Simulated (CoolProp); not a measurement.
Isobutene at several states: density (kg/m³) from the reference equation and from simpler models built on Tc = 144.9 °C, pc = 4016 kPa, ω = 0.193; each cubic takes its own stable root.

The numbers come from the reference Helmholtz-energy equation of state, Lemmon 2005 in CoolProp. It is a short technical equation, of lower accuracy than the large ones.

| T (°C) | p (kPa) | phase | reference | Soave-Redlich-Kwong | Peng-Robinson |
|---|---|---|---|---|---|
| 12.75 | 1700 | liquid | ? | ? | ? |
| 212.45 | 722 | gas | ? | ? | ? |
| 260.75 | 5520 | supercritical | 88.93 | ? | 89.84 |
| -49.85 | 12100 | liquid | 682.9 | ? | 716.5 |

**Question.** Fill in the missing entries.

**Answer.** 
- 12.75, reference: 605.8
- 12.75, Soave-Redlich-Kwong: 563.9
- 12.75, Peng-Robinson: 637.7
- 212.45, reference: 10.44
- 212.45, Soave-Redlich-Kwong: 10.42
- 212.45, Peng-Robinson: 10.49
- 260.75, Soave-Redlich-Kwong: 86.43
- -49.85, Soave-Redlich-Kwong: 637.9
